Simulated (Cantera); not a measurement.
Cantera with NASA thermochemical tables; ideal gases at 1 bar, condensed phases pure. Values are per mole of reaction as written; species without (g) are pure solids or liquids, kept so even where they would boil at 1 bar.

NO₂(g) + Ta ⇌ TaO₂(g) + N(g)

```tsv
T (K)	ΔH° (kJ)	ΔS° (J/K)	ΔG° (kJ)	log10 K
2173	227.5	145.9	-89.6	2.15
2223	[?]	[?]	[?]	[?]
2273	226.2	145.4	-104.2	2.39
2323	[?]	[?]	[?]	[?]
2373	224.9	144.8	-118.7	2.61
2423	[?]	[?]	[?]	[?]
2473	223.5	144.2	-133.1	2.81
2523	[?]	[?]	[?]	[?]
```

Some entries are withheld; supply them.


- 2223, ΔH° (kJ): 226.8
- 2223, ΔS° (J/K): 145.6
- 2223, ΔG° (kJ): -96.9
- 2223, log10 K: 2.28
- 2323, ΔH° (kJ): 225.6
- 2323, ΔS° (J/K): 145.1
- 2323, ΔG° (kJ): -111.4
- 2323, log10 K: 2.51
- 2423, ΔH° (kJ): 224.2
- 2423, ΔS° (J/K): 144.5
- 2423, ΔG° (kJ): -125.9
- 2423, log10 K: 2.71
- 2523, ΔH° (kJ): 222.8
- 2523, ΔS° (J/K): 143.9
- 2523, ΔG° (kJ): -140.3
- 2523, log10 K: 2.91
